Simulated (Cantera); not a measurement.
Cantera run:

```python
import numpy as np
import cantera as ct

gas_names = """
    F F2 H HF H2 H2F2 H3F3 H4F4 H5F5 H6F6 H7F7 Si SiF SiF2 SiF3 SiF4 SiH SiHF3 SiH2 SiH2F2 SiH3 SiH3F
    SiH4 Si2 Si3
""".split()
cond_names = """
    Si(cr) Si(L)
""".split()


# ... load() reads the species with a 1 bar reference pressure and builds the phases ...
atoms = {
    'Si': {'Si': 1},
    'F2': {'F': 2},
    'H2': {'H': 2},
    'HF': {'H': 1, 'F': 1},
}
top_T = {}  # K; cautious upper limits of use, not melting points


# ... equilibrate(T, P, feed) seeds the gas with the atoms and calls Mixture.equilibrate('TP', solver="vcs", rtol=1e-11, max_steps=5000) ...
results = []
feed = {'Si': 1, 'F2': 7.4, 'H2': 3.5, 'HF': 16}  # mol
T = 525  # K
P = 200  # Pa
mix = equilibrate(T, P, feed)
results.append((T, P, feed, dict(zip(mix.species_names, mix.species_moles))))
x = sorted(zip(gas.X, gas.species_names), reverse=True)
print(f"T = {T:g} K  P = {P:g} Pa  gas = {mix.phase_moles(0):.4g} mol")
print("   x: " + "  ".join(f"{s} {v:.3e}" for v, s in x if v > 1e-06))
print("   condensed (mol): " + ("  ".join(f"{mix.phase(i).name} {mix.phase_moles(i):.4g}"
      for i in range(1, mix.n_phases) if mix.phase_moles(i) > 1e-12) or "none"))
```

It prints:

```
T = 525 K  P = 200 Pa  gas = 25.9 mol
   x: HF 8.880e-01  F2 7.331e-02  SiF4 3.861e-02  F 8.393e-05  H2F2 1.555e-06
   condensed (mol): none
```

These are equilibrium values from Cantera (NASA tables, ideal gas, pure condensed phases), not measurements of a reactor.
